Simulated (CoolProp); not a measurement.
R152A along the isobar 6.87 MPa: Z from the reference equation and from simpler models built on Tc = 386.4 K, pc = 4.517 MPa, ω = 0.275; each cubic takes its own stable root.

The numbers come from the reference Helmholtz-energy equation of state, Outcalt 1996 in CoolProp. It is a modified Benedict-Webb-Rubin equation, recast in Helmholtz form.

```json
[
 {"T (K)": "358.1", "phase": "liquid", "reference": "0.2015", "Redlich-Kwong": "0.2587", "Soave-Redlich-Kwong": "0.2509"},
 {"T (K)": "371", "phase": "liquid", "reference": "0.2081", "Redlich-Kwong": "0.2692", "Soave-Redlich-Kwong": "0.2634"},
 {"T (K)": "383.9", "phase": "liquid", "reference": "0.2203", "Redlich-Kwong": "0.2861", "Soave-Redlich-Kwong": "0.2847"},
 {"T (K)": "396.8", "phase": "supercritical", "reference": "0.2468", "Redlich-Kwong": "0.3150", "Soave-Redlich-Kwong": "0.3249"},
 {"T (K)": "409.7", "phase": "supercritical", "reference": "0.3278", "Redlich-Kwong": "0.3693", "Soave-Redlich-Kwong": "0.4093"},
 {"T (K)": "422.6", "phase": "supercritical", "reference": "0.4614", "Redlich-Kwong": "0.4589", "Soave-Redlich-Kwong": "0.5225"},
 {"T (K)": "435.5", "phase": "supercritical", "reference": "0.5583", "Redlich-Kwong": "0.5445", "Soave-Redlich-Kwong": "0.6082"},
 {"T (K)": "448.4", "phase": "supercritical", "reference": "0.6261", "Redlich-Kwong": "0.6088", "Soave-Redlich-Kwong": "0.6708"},
 {"T (K)": "461.3", "phase": "supercritical", "reference": "0.6776", "Redlich-Kwong": "0.6582", "Soave-Redlich-Kwong": "0.7192"},
 {"T (K)": "474.2", "phase": "supercritical", "reference": "0.7186", "Redlich-Kwong": "0.6979", "Soave-Redlich-Kwong": "0.7583"},
 {"T (K)": "487.1", "phase": "supercritical", "reference": "0.7525", "Redlich-Kwong": "0.7306", "Soave-Redlich-Kwong": "0.7907"},
 {"T (K)": "500", "phase": "supercritical", "reference": "0.7811", "Redlich-Kwong": "0.7582", "Soave-Redlich-Kwong": "0.8181"}
]
```
